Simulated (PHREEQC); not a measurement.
A solution holds 0.14 mol CuSO4 and 0.0066 mol H2SO4 per kg of water, at 25 °C. It is in equilibrium with CO2 at log p = 0 (atm). Otherwise closed; pH follows from the charge balance.

The numbers come from PHREEQC with the ion-association model, phreeqc.dat.

No solid was allowed to form.

### Question
What pH does the model give?

### Answer
pH 2.43.

### Question
In which forms is Cu present?

### Answer
Cu+2 50 %, CuSO4 50 % of the Cu.
